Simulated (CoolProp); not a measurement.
Vapour-liquid equilibrium of benzene (1) + octamethylcyclotetrasiloxane (D4) (2) at 0.281 MPa; x and y are mole fractions of (1).

Values from CoolProp's multi-fluid Helmholtz-energy mixture model, Thol 2012 and Thol 2015; pair parameters Bell 2016.

Q: Give the bubble temperature and the first vapour's composition at x = 0.2, 0.8, 0.95. Is there an azeotrope?

A: x = 0.2: 186.8 °C, y = 0.590; x = 0.8: 127.5 °C, y = 0.980; x = 0.95: 119.5 °C, y = 0.997. No azeotrope shows between x = 0.05 and 0.95.

The pair parameters rest on a limited set of measurements; away from them the model extrapolates.
